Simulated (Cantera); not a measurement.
A perfectly stirred reactor is fed with H2 : O2 : N2 = 1.1 : 1 : 1.7 (molar parts), at 233 Torr; it is held at 1125 K, and followed from long to short residence time.

Cantera simulation using the H2/O2 subset of GRI-Mech 3.0, which has no nitrogen chemistry; the numbers are that mechanism's predictions, not measurements. The temperature is held fixed by assumption; the heat of reaction is taken as removed at once.

x: mole fraction; the columns are a selection and need not sum to one.

```tsv
τ (s)	x H2	x O2	x H2O	x H2O2	x O	x HO2	x H
0.66	0.000595	0.139	0.338	1.66e-6	3.19e-5	?	7.93e-6
0.28	0.00103	0.139	0.337	2.47e-6	6.00e-5	?	1.87e-5
0.12	0.00175	0.139	0.336	3.40e-6	0.000111	?	4.34e-5
0.053	0.00284	0.139	0.335	4.33e-6	0.000196	?	9.78e-5
0.023	0.00458	0.140	0.333	5.22e-6	0.000344	?	0.000223
0.0098	0.00736	0.141	0.329	6.05e-6	0.000597	?	0.000517
0.0043	0.0115	0.143	0.323	6.78e-6	0.000997	?	0.00115
0.0018	0.0183	0.145	0.314	7.41e-6	0.00168	8.03e-5	0.00265
0.00079	0.0281	0.149	0.300	7.77e-6	0.00268	8.50e-5	0.00566
```

Question: What belongs in the gaps?

Answer: 
- 0.66, x HO2: 1.66e-5
- 0.28, x HO2: 2.47e-5
- 0.12, x HO2: 3.43e-5
- 0.053, x HO2: 4.44e-5
- 0.023, x HO2: 5.49e-5
- 0.0098, x HO2: 6.48e-5
- 0.0043, x HO2: 7.32e-5
